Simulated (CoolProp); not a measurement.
2000 sccm (0 °C, 1 atm) of nitrogen bubbles through liquid benzene at 295.4 K and leaves saturated at a total pressure of 0.134 MPa (ideal gas phase). Each further row changes one setting.

Values from CoolProp's reference Helmholtz-energy equation of state, Thol 2012.

```tsv
case	vapour pressure (kPa)	mole fraction of vapour	delivery (mg/min)	delivery (sccm)	change of delivery for a bath 1 K warmer (%)
as stated	11.2	0.0833	___	182	___
bath temperature 300.4 K	14.1	___	___	___	5.2
total pressure 0.268 MPa	11.2	0.0417	___	86.9	5.0
```

Complete the blanks.


- as stated, delivery (mg/min): 634
- as stated, change of delivery for a bath 1 K warmer (%): 5.3
- bath temperature 300.4 K, mole fraction of vapour: 0.105
- bath temperature 300.4 K, delivery (mg/min): 818
- bath temperature 300.4 K, delivery (sccm): 235
- total pressure 0.268 MPa, delivery (mg/min): 303
